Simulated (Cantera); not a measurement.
Charge: 1 mol Si, 0.25 mol N2O, 56 mol H2, equilibrated at 1448.15 K and 3.40 mbar.

Equilibrium computed with Cantera from the NASA thermochemical tables; the gas is ideal and each condensed phase is pure. Candidate condensed phases: H2O, Si, SiO2, Si2N2O, Si3N4; 35 gas species. Mutual solubility and eutectic melting of coexisting phases are not modelled. Kinetics and transport are ignored.

Base state: H2 0.999, N2 0.000578, SiO 0.000578, H 0.000158 (mole fractions); condensed: Si(s) + Si2N2O(s).

### Question
What changes in the equilibrium state with this change: temperature from 1448.15 K to 2123 K?

### Answer
```csv
species,before,after
H2,0.999,0.920
H,0.000158,0.0590
Si,8.63e-7,0.0122
Si2,<1e-9,4.09e-5
SiH,2.01e-7,0.000353
SiH2,7.49e-7,4.61e-5
SiO,0.000578,0.00424
"Si(s), mol",0.532,0
"Si2N2O(s), mol",0.218,0
```
Gases not in the tables: Si2H6 and higher silanes.

### Question
What changes in the equilibrium state with this change: pressure from 3.40 mbar to 1.33 mbar?

### Answer
| species | before | after |
|---|---|---|
| H2 | 0.999 | 0.997 |
| N2 | 0.000578 | 0.00147 |
| SiO | 0.000578 | 0.00147 |
| H | 0.000158 | 0.000253 |
| Si(s), mol | 0.532 | 0.583 |
| Si2N2O(s), mol | 0.218 | 0.167 |
